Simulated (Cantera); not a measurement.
Source: NASA polynomial tables (part measured, part estimated), evaluated in Cantera. Values are per mole of reaction as written; species without (g) are pure solids or liquids, kept so even where they would boil at 1 bar.

V2O5 = O(g) + 2 VO2(g)

```csv
T (K),ΔH° (kJ),ΔS° (J/K),ΔG° (kJ),log10 K,condensed phases
473,1329.0,546.8,1070.4,-118.20,V2O5(s)
673,___,___,___,___,V2O5(s)
873,1311.2,519.9,857.4,-51.30,V2O5(s)
1073,1235.7,440.1,763.5,-37.17,V2O5(l)
1273,1224.2,430.3,676.5,-27.76,V2O5(l)
1473,___,___,___,___,V2O5(l)
1673,1201.7,414.9,507.6,-15.85,V2O5(l)
1873,1190.7,408.7,425.2,-11.86,V2O5(l)
2073,___,___,___,___,V2O5(l)
2273,___,___,___,___,V2O5(l)
2473,1158.0,393.5,184.8,-3.90,V2O5(l)
```

Task: Complete the blanks.

Result: 
- 673, ΔH° (kJ): 1320.6
- 673, ΔS° (J/K): 532.0
- 673, ΔG° (kJ): 962.6
- 673, log10 K: -74.71
- 1473, ΔH° (kJ): 1212.9
- 1473, ΔS° (J/K): 422.0
- 1473, ΔG° (kJ): 591.3
- 1473, log10 K: -20.97
- 2073, ΔH° (kJ): 1179.7
- 2073, ΔS° (J/K): 403.1
- 2073, ΔG° (kJ): 344.1
- 2073, log10 K: -8.67
- 2273, ΔH° (kJ): 1168.8
- 2273, ΔS° (J/K): 398.1
- 2273, ΔG° (kJ): 263.9
- 2273, log10 K: -6.07
